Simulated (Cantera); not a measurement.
# Gas-phase reforming

An isothermal, constant-pressure homogeneous reactor starts with CH4 : H2O = 1 : 1.9 (molar parts), at 1575 K and 101000 Pa.

Cantera simulation using GRI-Mech 3.0 (53 species, 325 reactions); the numbers are that mechanism's predictions, not measurements.

```json
[
 {"t (s)": "1.00e-6", "x CH4": "0.345", "x H2O": "0.655", "x C2H": "<1e-12", "x H2": "1.33e-6", "x CH2CO": "<1e-12", "x HCO": "<1e-12"},
 {"t (s)": "3.73e-6", "x CH4": "0.345", "x H2O": "0.655", "x C2H": "<1e-12", "x H2": "5.39e-6", "x CH2CO": "<1e-12", "x HCO": "<1e-12"},
 {"t (s)": "1.39e-5", "x CH4": "0.345", "x H2O": "0.655", "x C2H": "<1e-12", "x H2": "2.06e-5", "x CH2CO": "<1e-12", "x HCO": "<1e-12"},
 {"t (s)": "5.18e-5", "x CH4": "0.345", "x H2O": "0.655", "x C2H": "<1e-12", "x H2": "7.95e-5", "x CH2CO": "<1e-12", "x HCO": "<1e-12"},
 {"t (s)": "0.000193", "x CH4": "0.344", "x H2O": "0.655", "x C2H": "<1e-12", "x H2": "0.000346", "x CH2CO": "6.92e-12", "x HCO": "2.66e-11"},
 {"t (s)": "0.000720", "x CH4": "0.342", "x H2O": "0.655", "x C2H": "2.91e-12", "x H2": "0.00175", "x CH2CO": "2.08e-9", "x HCO": "3.30e-10"},
 {"t (s)": "0.00268", "x CH4": "0.331", "x H2O": "0.652", "x C2H": "2.03e-10", "x H2": "0.0111", "x CH2CO": "4.35e-7", "x HCO": "1.89e-9"},
 {"t (s)": "0.0100", "x CH4": "0.291", "x H2O": "0.633", "x C2H": "2.96e-9", "x H2": "0.0551", "x CH2CO": "1.41e-5", "x HCO": "1.81e-9"},
 {"t (s)": "0.0373", "x CH4": "0.209", "x H2O": "0.588", "x C2H": "9.16e-9", "x H2": "0.151", "x CH2CO": "4.15e-5", "x HCO": "1.09e-9"},
 {"t (s)": "0.139", "x CH4": "0.111", "x H2O": "0.525", "x C2H": "1.50e-8", "x H2": "0.273", "x CH2CO": "5.39e-5", "x HCO": "7.75e-10"},
 {"t (s)": "0.518", "x CH4": "0.0535", "x H2O": "0.442", "x C2H": "1.52e-8", "x H2": "0.380", "x CH2CO": "4.20e-5", "x HCO": "1.28e-9"},
 {"t (s)": "1.93", "x CH4": "0.0394", "x H2O": "0.333", "x C2H": "7.99e-9", "x H2": "0.475", "x CH2CO": "1.68e-5", "x HCO": "3.11e-9"},
 {"t (s)": "7.20", "x CH4": "0.0248", "x H2O": "0.233", "x C2H": "2.29e-9", "x H2": "0.561", "x CH2CO": "3.58e-6", "x HCO": "5.56e-9"},
 {"t (s)": "26.8", "x CH4": "0.00887", "x H2O": "0.182", "x C2H": "2.37e-10", "x H2": "0.612", "x CH2CO": "3.58e-7", "x HCO": "7.09e-9"},
 {"t (s)": "100", "x CH4": "0.00119", "x H2O": "0.168", "x C2H": "3.83e-12", "x H2": "0.627", "x CH2CO": "1.57e-8", "x HCO": "7.50e-9"}
]
```
x: mole fraction; the columns are a selection and need not sum to one.

Equilibrium at this temperature and pressure: CH4 5.24e-7, H2O 0.167, C2H <1e-12, H2 0.629, CH2CO 5.19e-12, HCO 7.57e-9 (gas phase only).
